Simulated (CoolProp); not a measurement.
1,2-dichloroethane along the isobar 4.49 MPa: fugacity coefficient from the reference equation and from simpler models built on Tc = 561.6 K, pc = 5.226 MPa, ω = 0.269; each cubic takes its own stable root.

Computed with CoolProp (reference Helmholtz-energy equation of state, Thol 2015).

```csv
T (K),phase,reference,van der Waals,Redlich-Kwong,Soave-Redlich-Kwong,Peng-Robinson
327.6,liquid,0.009304,0.09824,0.02015,0.009200,0.009304
350.6,liquid,0.02060,0.1393,0.03987,0.02063,0.02056
373.6,liquid,0.04044,0.1887,0.07061,0.04094,0.04035
396.5,liquid,0.07175,[?],0.1142,0.07332,0.07172
419.5,liquid,0.1176,0.3102,0.1721,0.1211,0.1178
442.5,liquid,0.1801,0.3808,0.2443,0.1866,0.1808
465.4,liquid,[?],0.4560,0.3293,0.2701,[?]
488.4,liquid,0.3575,[?],0.4256,0.3716,0.3591
```

Some entries are withheld; supply them.


- 396.5, van der Waals: 0.2458
- 465.4, reference: 0.2599
- 465.4, Peng-Robinson: 0.2612
- 488.4, van der Waals: 0.5348
